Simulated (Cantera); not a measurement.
A perfectly stirred reactor is fed with 18.2 % N₂O, 81.8 % N₂, at 0.0263 atm; it is held at 1225 K, and followed from long to short residence time.

Model: GRI-Mech 3.0 (53 species, 325 reactions), integrated in Cantera. GRI-Mech 3.0 was tuned for natural gas; its chemistry of N2O as a main component is partial and can be far from experiment. Radical loss at walls, strong at low pressure, is not modelled. The mechanism lacks the step 2 NO + O2 → 2 NO2, which can matter for NO2 below about 1400 K. The temperature is held fixed by assumption; the heat of reaction is taken as removed at once.

Question: Predict: x(N₂O) at τ = 2.90 s; x(N₂) at τ = 2.90 s; x(NO) at τ = 2.90 s; x(O₂) at τ = 2.90 s; x(NO₂) at τ = 2.90 s; x(N₂O) at τ = 54.0 ms; x(N₂) at τ = 54.0 ms; x(NO) at τ = 54.0 ms; x(O₂) at τ = 54.0 ms; x(NO₂) at τ = 54.0 ms.

Answer: 
```
Property                  Value
---------------------  --------
x(N₂O) at τ = 2.90 s      0.168
x(N₂) at τ = 2.90 s       0.825
x(NO) at τ = 2.90 s     0.00147
x(O₂) at τ = 2.90 s     0.00563
x(NO₂) at τ = 2.90 s    3.77e-7
x(N₂O) at τ = 54.0 ms     0.182
x(N₂) at τ = 54.0 ms      0.818
x(NO) at τ = 54.0 ms    2.89e-5
x(O₂) at τ = 54.0 ms   0.000111
x(NO₂) at τ = 54.0 ms   1.14e-9
```
